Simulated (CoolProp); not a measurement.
Vapour-liquid equilibrium of R22 (1) + dimethyl ether (2) at 640 kPa; x and y are mole fractions of (1).

Model: multi-fluid Helmholtz-energy mixture model, Kamei 1995 and Wu 2011; pair parameters Bell 2016, in CoolProp.

**Question.** Give the bubble temperature and the first vapour's composition at x = 0.2, 0.5, 0.95. Is there an azeotrope?

**Answer.** x = 0.2: 302.0 K, y = 0.194; x = 0.5: 299.4 K, y = 0.594; x = 0.95: 282.8 K, y = 0.989. y crosses x between x = 0.2 and 0.35: the model has an azeotrope there.

Pair parameters are fitted to limited data, so mixtures are less certain than the pure fluids.
